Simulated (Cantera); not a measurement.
Charge: 1 mol TiCl4, 5.8 mol H2O, at 1925 K and 71000 Pa.

Cantera equilibrium calculation (NASA polynomials, part measured and part estimated; ideal gas, pure solids and liquids). Candidate condensed phases: H2O, Ti, TiCl2, TiCl3, TiCl4, TiO, TiO2, Ti2O3, Ti3O5, Ti4O7; 23 gas species. Gases not in the tables: TiO(OH)2. Kinetics and transport are ignored.

Base state: HCl 0.504, H2O 0.484, Cl 0.00642, H2 0.00448, OH 0.000708, O2 0.000420, Cl2 9.77e-5, H 7.60e-5 (mole fractions); condensed: TiO2(rutile).

Problem. What changes in the equilibrium state with this change: H2O from 5.8 to 0.12 mol?

Solution. 
```
species              before    after
-----------------  --------  -------
TiCl4               2.96e-7    0.708
HCl                   0.504    0.194
TiCl3               1.35e-7   0.0498
H2O                   0.484  4.62e-5
Cl                  0.00642   0.0417
TiCl2                 <1e-9  2.68e-5
TiOCl2              1.72e-6  0.00266
O2                 0.000420  3.11e-7
TiO2(rutile), mol     1.000   0.0583
```
The tables' values for TiCl2 are old estimates; treat these amounts as uncertain.
